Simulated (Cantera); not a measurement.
# Thermodynamics of oxide etching and cleaning by halides, feed SiO2 + Cl2 + H2

Feed: 1 mol SiO2, 1.8 mol Cl2, a varied amount of H2, held at 802 °C and 4.00e-5 bar.

Equilibrium computed with Cantera from the NASA thermochemical tables; the gas is ideal and each condensed phase is pure. Candidate condensed phases: H2O, Si, SiO2; 30 gas species. Rates play no part.

| n(H2) (mol) | log p HCl | log p Cl2 | log p H2 | log p Cl | log p H2O | log p SiCl4 | log p O2 | log p H | n SiO2(β-quartz) |
|---|---|---|---|---|---|---|---|---|---|
| 0.76 | -4.65 | -4.87 | -14.26 | -5.39 | -9.95 | -9.58 | -9.68 | -14.96 | 1.000 |
| 0.9 | -4.59 | -4.96 | -14.07 | -5.44 | -9.82 | -9.63 | -9.81 | -14.87 | 1.000 |
| 1.1 | -4.53 | -5.11 | -13.80 | -5.51 | -9.67 | -9.70 | -10.04 | -14.73 | 1.000 |
| 1.3 | -4.49 | -5.30 | -13.52 | -5.61 | -9.55 | -9.74 | -10.38 | -14.59 | 1.000 |
| 1.5 | -4.45 | -5.58 | -13.16 | -5.75 | -9.47 | -9.74 | -10.93 | -14.41 | 1.000 |
| 1.8 | -4.40 | -10.26 | -8.38 | -8.09 | -9.39 | -9.69 | <-16 | -12.02 | 1.000 |
| 2.2 | -4.44 | -13.33 | -5.40 | -9.62 | -9.45 | -9.77 | <-16 | -10.53 | 1.000 |
| 2.6 | -4.49 | -13.67 | -5.14 | -9.79 | -9.50 | -9.83 | <-16 | -10.40 | 1.000 |
| 3.1 | -4.53 | -13.93 | -4.97 | -9.92 | -9.55 | -9.91 | <-16 | -10.32 | 1.000 |
log p: log10 of the partial pressure in bar; n: condensed amount in mol.

From 0.76 mol H2 to 3.1 mol H2 the condensed part is SiO2(β-quartz). The main Si-bearing gas is SiCl4 throughout.
